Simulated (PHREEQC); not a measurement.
30 mol of Thenardite (Na2SO4) is brought to equilibrium with 1 kg of water, with rising amounts of Na2SiO3, at 58 °C. The system is closed to CO2. Names ending in (a), (am) or -a are amorphous solids. Solids allowed: Thenardite, Mirabilite, SiO2(a). Others were left out.

All values are PHREEQC results (Pitzer model, pitzer.dat), not measurements.

Task: Predict pH, H2SiO4-2 (mol/kgw), H3SiO4- (mol/kgw) at Na2SiO3 added (mol) = 0.005, 0.00625, 0.00875.

Result: 
```csv
Na2SiO3 added (mol),pH,H2SiO4-2 (mol/kgw),H3SiO4- (mol/kgw)
0.005,10.35,0.00178,0.00316
0.00625,10.42,0.00247,0.00373
0.00875,10.53,0.00396,0.00474
```

In brines, pH and single-ion activities rest on the MacInnes convention. Constants without temperature data keep their 25 °C values here.
